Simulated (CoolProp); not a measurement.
Vapour-liquid equilibrium of dimethyl ether (1) + n-pentane (2) at -46.75 °C; x and y are mole fractions of (1).

Computed with CoolProp (multi-fluid Helmholtz-energy mixture model, Wu 2011 and Thol 2019; pair parameters Bell 2016).

Problem. Give the bubble pressure and the first vapour's composition at x = 0.15, 0.25, 0.45. Is there an azeotrope?

Solution. x = 0.15: 6.446 kPa, y = 0.783; x = 0.25: 11.67 kPa, y = 0.899; x = 0.45: 22.17 kPa, y = 0.963. No azeotrope shows between x = 0.05 and 0.95.

The pair parameters rest on a limited set of measurements; away from them the model extrapolates. The gap from Raoult's law changes sign with composition, which may be real or a fault of the pair parameters; it wasn't checked against measurements.
